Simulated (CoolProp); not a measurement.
Computed with CoolProp (reference Helmholtz-energy equation of state, Leachman 2009).

### Question
Give the vapour pressure (MPa), liquid density (kg/m³), liquid viscosity (µPa s), vapour viscosity (µPa s) of saturated normal hydrogen at -248.35, -245.25 °C.

### Answer
```
T (°C)   p (MPa)  liquid density (kg/m³)  liquid viscosity (µPa s)  vapour viscosity (µPa s)
-------  -------  ----------------------  ------------------------  ------------------------
-248.35    0.308                    65.0                      9.60                      1.26
-245.25    0.563                    59.5                      7.61                      1.49
```

Viscosity comes from a separate model (Muzny 2013).
